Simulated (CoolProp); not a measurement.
A closed Brayton cycle with carbon dioxide: compressor inlet 317.15 K and 9.2 MPa, high pressure 26.9 MPa, turbine inlet 830 K, compressor efficiency 0.85, turbine efficiency 0.93, recuperator effectiveness 0.95 (on enthalpy, no pinch check). Each further row changes one setting.

The numbers come from the reference Helmholtz-energy equation of state, Span 1996 in CoolProp.

| case | thermal efficiency (%) | net work (kJ/kg) | compressor to turbine work | compressor exit (K) | turbine exit (K) |
|---|---|---|---|---|---|
| as stated | 38.7 | 105 | 0.28 | 381.2 | 697.2 |
| turbine inlet 780 K | (withheld) | (withheld) | 0.30 | 381.2 | (withheld) |
| compressor inlet 327.15 K | 37.2 | 92.1 | 0.37 | (withheld) | 697.2 |
| high pressure 22.9 MPa | (withheld) | 92.3 | 0.26 | (withheld) | 716.5 |
| recuperator effectiveness 0.5 | (withheld) | 105 | 0.28 | 381.2 | 697.2 |

Q: Fill in the missing entries.

A: 
- turbine inlet 780 K, thermal efficiency (%): 36.7
- turbine inlet 780 K, net work (kJ/kg): 94.4
- turbine inlet 780 K, turbine exit (K): 652.0
- compressor inlet 327.15 K, compressor exit (K): 411.7
- high pressure 22.9 MPa, thermal efficiency (%): 37.6
- high pressure 22.9 MPa, compressor exit (K): 371.3
- recuperator effectiveness 0.5, thermal efficiency (%): 23.9
